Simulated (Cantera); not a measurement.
Input (Python, Cantera) and output of one run.

```python
import numpy as np
import cantera as ct

gas_names = [...]  # 136 gases of nasa_gas.yaml made of C, H, N, O
cond_names = """
    C(gr) C6H6(L) C7H8(L) C8H18(L),n-octa H2O(s) H2O(L)
""".split()


# ... load() reads the species with a 1 bar reference pressure and builds the phases ...
atoms = {
    'CH3OH': {'C': 1, 'H': 4, 'O': 1},
    'H2': {'H': 2},
    'N2': {'N': 2},
}
top_T = {'C(gr)': 4500}  # K; cautious upper limits of use, not melting points


# ... equilibrate(T, P, feed) seeds the gas with the atoms and calls Mixture.equilibrate('TP', solver="vcs", rtol=1e-11, max_steps=5000) ...
results = []
feed = {'CH3OH': 1, 'H2': 98, 'N2': 0.4}  # mol
T = 1723  # K
P = 32000  # Pa
mix = equilibrate(T, P, feed)
results.append((T, P, feed, dict(zip(mix.species_names, mix.species_moles))))
x = sorted(zip(gas.X, gas.species_names), reverse=True)
print(f"T = {T:g} K  P = {P:g} Pa  gas = {mix.phase_moles(0):.4g} mol")
print("   x: " + "  ".join(f"{s} {v:.3e}" for v, s in x if v > 1e-06))
print("   condensed (mol): " + ("  ".join(f"{mix.phase(i).name} {mix.phase_moles(i):.4g}"
      for i in range(1, mix.n_phases) if mix.phase_moles(i) > 1e-12) or "none"))
```

It prints:

```
T = 1723 K  P = 32000 Pa  gas = 101.4 mol
   x: H2 9.859e-01  CO 9.833e-03  N2 3.938e-03  H 3.201e-04  H2O 2.786e-05  CH4 1.481e-05  HCN 1.223e-05
   condensed (mol): none
```

Equilibrium computed with Cantera from the NASA thermochemical tables; the gas is ideal and each condensed phase is pure.
